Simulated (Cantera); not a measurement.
A closed system holds: 1 mol SiH4, 2.9 mol NH3, 2 mol N2, equilibrated at 13.0 Pa.

Cantera equilibrium calculation (NASA polynomials, part measured and part estimated; ideal gas, pure solids and liquids). Candidate condensed phases: Si, Si3N4; 18 gas species. The tables' values for SiN are old estimates; treat these amounts as uncertain. Gases not in the tables: Si2H6 and higher silanes. Equilibrium is a limit: real reactors are often held back by kinetics, nucleation or transport. All values below are at 1800 K.

Base state: H2 0.611, N2 0.339, H 0.0246, Si 0.0244, SiH 0.000248, Si2 0.000148, Si2N 0.000115, SiN 7.18e-5 (mole fractions); condensed: Si(l).

What changes in the equilibrium state with this change: pressure from 13.0 Pa to 0.240 bar?


```
species          before     after
-------------  --------  --------
H2                0.611     0.695
N2                0.339     0.305
H                0.0246  0.000609
Si               0.0244   3.23e-6
SiH2            1.83e-5   5.07e-6
Si3             3.51e-5     <1e-9
Si2            0.000148   4.75e-9
Si2N           0.000115   1.52e-7
SiN             7.18e-5   3.86e-7
Si(l), mol        0.742         0
Si3N4(s), mol         0     0.333
```

What changes in the equilibrium state with this change: SiH4 replaced by SiCl4?


```
species     before     after
----------  ------  --------
N2           0.339     0.345
H2           0.611     0.324
HCl              0     0.205
SiCl2            0    0.0921
Si          0.0244   0.00563
H           0.0246    0.0179
Cl               0   0.00864
SiCl             0   0.00200
SiCl3            0  0.000191
Si(l), mol   0.742         0
```
The tables' values for SiCl, SiCl3, SiN are old estimates; treat these amounts as uncertain. Further candidate phases: NH4Cl.
